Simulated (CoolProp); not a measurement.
Saturation properties of CH3F (R41) (Tc = 317.3 K, pc = 5.906 MPa, ω = 0.200).

Values from CoolProp's reference Helmholtz-energy equation of state, Lemmon 2006. It is a short technical equation, of lower accuracy than the large ones.

```json
[
 {"T (K)": "239.4", "p (MPa)": "0.7202", "liquid density (kg/m³)": "778.5", "vapour density (kg/m³)": "14.39", "surface tension (mN/m)": "8.82"},
 {"T (K)": "242", "p (MPa)": "0.7885", "liquid density (kg/m³)": "771.7", "vapour density (kg/m³)": "15.74", "surface tension (mN/m)": "8.46"},
 {"T (K)": "244.6", "p (MPa)": "0.8616", "liquid density (kg/m³)": "764.8", "vapour density (kg/m³)": "17.19", "surface tension (mN/m)": "8.10"},
 {"T (K)": "247.2", "p (MPa)": "0.9396", "liquid density (kg/m³)": "757.8", "vapour density (kg/m³)": "18.75", "surface tension (mN/m)": "7.74"},
 {"T (K)": "249.8", "p (MPa)": "1.023", "liquid density (kg/m³)": "750.6", "vapour density (kg/m³)": "20.43", "surface tension (mN/m)": "7.38"},
 {"T (K)": "252.4", "p (MPa)": "1.111", "liquid density (kg/m³)": "743.3", "vapour density (kg/m³)": "22.24", "surface tension (mN/m)": "7.03"},
 {"T (K)": "255", "p (MPa)": "1.206", "liquid density (kg/m³)": "735.9", "vapour density (kg/m³)": "24.18", "surface tension (mN/m)": "6.68"},
 {"T (K)": "257.7", "p (MPa)": "1.310", "liquid density (kg/m³)": "728.0", "vapour density (kg/m³)": "26.36", "surface tension (mN/m)": "6.33"},
 {"T (K)": "260.3", "p (MPa)": "1.416", "liquid density (kg/m³)": "720.2", "vapour density (kg/m³)": "28.61", "surface tension (mN/m)": "5.98"},
 {"T (K)": "262.9", "p (MPa)": "1.529", "liquid density (kg/m³)": "712.2", "vapour density (kg/m³)": "31.04", "surface tension (mN/m)": "5.65"},
 {"T (K)": "265.5", "p (MPa)": "1.648", "liquid density (kg/m³)": "704.1", "vapour density (kg/m³)": "33.65", "surface tension (mN/m)": "5.31"},
 {"T (K)": "268.1", "p (MPa)": "1.775", "liquid density (kg/m³)": "695.7", "vapour density (kg/m³)": "36.46", "surface tension (mN/m)": "4.98"},
 {"T (K)": "270.7", "p (MPa)": "1.908", "liquid density (kg/m³)": "687.1", "vapour density (kg/m³)": "39.50", "surface tension (mN/m)": "4.66"},
 {"T (K)": "273.3", "p (MPa)": "2.048", "liquid density (kg/m³)": "678.2", "vapour density (kg/m³)": "42.77", "surface tension (mN/m)": "4.34"},
 {"T (K)": "276", "p (MPa)": "2.203", "liquid density (kg/m³)": "668.8", "vapour density (kg/m³)": "46.46", "surface tension (mN/m)": "4.01"}
]
```

It boils at 194.8 K under 1 atm.

Surface tension comes from a separate correlation (Mulero 2012).
